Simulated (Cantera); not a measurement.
Input: 1 mol CaF2, 0.064 mol O2, 62 mol N2, at 23.3 Torr.

Method: chemical equilibrium by Gibbs-energy minimisation in Cantera with the NASA 1993 tables (ideal gas, pure condensed phases). Candidate condensed phases: Ca, CaF2, CaO; 22 gas species. The numbers say what is thermodynamically allowed, not how fast it happens. All values below are at 1550 K.

Base state: N2 0.999, O2 0.000971, CaF2 0.000196, NO 0.000119 (mole fractions); condensed: CaF2(s).

Question: What changes in the equilibrium state with this change: CaF2 replaced by FeCl2?

Answer: 
```
species          before     after
-------------  --------  --------
N2                0.999     0.983
FeCl2                 0    0.0150
Cl                    0   0.00153
CaF2           0.000196         0
FeCl3                 0   2.24e-5
Cl2                   0   1.10e-5
O2             0.000971  0.000450
CaF2(s), mol      0.988         0
Fe3O4(s), mol         0    0.0165
```
Further candidate phases: Fe, FeCl2, FeCl3, FeO, Fe2O3, Fe3O4.
